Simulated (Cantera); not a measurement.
**Thermodynamics of metals in furnace atmospheres, feed Ti + CO**

Charge: 1 mol Ti, 12 mol CO, held at 100000 Pa.

These are equilibrium values from Cantera (NASA tables, ideal gas, pure condensed phases), not measurements of a reactor. Candidate condensed phases: C, Ti, TiC, TiO, TiO2, Ti2O3, Ti3O5, Ti4O7; 15 gas species. Condensed phases not in the tables: Magnéli phases beyond Ti4O7. Kinetics and transport are ignored.

From 975 K to 1350 K the condensed part is C(graphite) + TiO2(rutile). At 1425 K the condensed part is C(graphite) + Ti4O7(s). From 1500 K to 1575 K the condensed part is C(graphite) + Ti3O5(s).

```
T (K)  log p CO  log p CO2  n C(graphite)  n TiO2(rutile)  n Ti4O7(s)  n Ti3O5(s)
-----  --------  ---------  -------------  --------------  ----------  ----------
975       -0.20      -0.43           4.73            1.00           0           0
1050      -0.07      -0.81           3.33            1.00           0           0
1125      -0.02      -1.28           2.50            1.00           0           0
1200      -0.01      -1.74           2.18            1.00           0           0
1275       0.00      -2.16           2.07            1.00           0           0
1350       0.00      -2.54           2.03            1.00           0           0
1425       0.00      -2.88           1.76               0       0.250           0
1500       0.00      -3.18           1.67               0           0       0.333
1575       0.00      -3.45           1.67               0           0       0.333
```
log p: log10 of the partial pressure in bar; n: condensed amount in mol.
